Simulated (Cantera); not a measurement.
A closed system holds: 1 mol FeS2, 0.12 mol SO3, 4.8 mol H2O, 5.7 mol O2, held at 1175 K and 1.50 bar.

Equilibrium computed with Cantera from the NASA thermochemical tables; the gas is ideal and each condensed phase is pure. Candidate condensed phases: Fe, FeO, Fe(OH)2, Fe(OH)3, FeS, FeSO4, FeS2, Fe2O3, Fe2(SO4)3, Fe3O4, H2O, H2SO4, S; 22 gas species. Kinetics and transport are ignored.

Base state: H2O 0.492, O2 0.290, SO2 0.180, SO3 0.0375, H2SO4 2.44e-5 (mole fractions); condensed: Fe2O3(s).

**Question.** What changes in the equilibrium state with this change: O2 from 5.7 to 0.3 mol?

**Answer.** 
```json
[
 {"species": "H2O", "before": "0.492", "after": "0.813"},
 {"species": "SO2", "before": "0.180", "after": "0.112"},
 {"species": "H2S", "before": "<1e-9", "after": "0.0427"},
 {"species": "O2", "before": "0.290", "after": "<1e-9"},
 {"species": "S2", "before": "<1e-9", "after": "0.0226"},
 {"species": "SO3", "before": "0.0375", "after": "2.50e-8"},
 {"species": "H2", "before": "5.58e-9", "after": "0.00858"},
 {"species": "S2O", "before": "<1e-9", "after": "0.00117"},
 {"species": "SO", "before": "<1e-9", "after": "6.80e-5"},
 {"species": "Fe2O3(s), mol", "before": "0.500", "after": "0"},
 {"species": "FeS(s), mol", "before": "0", "after": "1.00"}
]
```
FeS: taken at fixed stoichiometry. Gases not in the tables: S3 to S7.

**Question.** What changes in the equilibrium state with this change: temperature from 1175 K to 725 K?

**Answer.** 
| species | before | after |
|---|---|---|
| H2O | 0.492 | 0.645 |
| O2 | 0.290 | 0.270 |
| SO3 | 0.0375 | 0.0667 |
| SO2 | 0.180 | 0.000657 |
| H2SO4 | 2.44e-5 | 0.0183 |
| Fe2O3(s), mol | 0.500 | 0 |
| Fe2(SO4)3(s), mol | 0 | 0.500 |
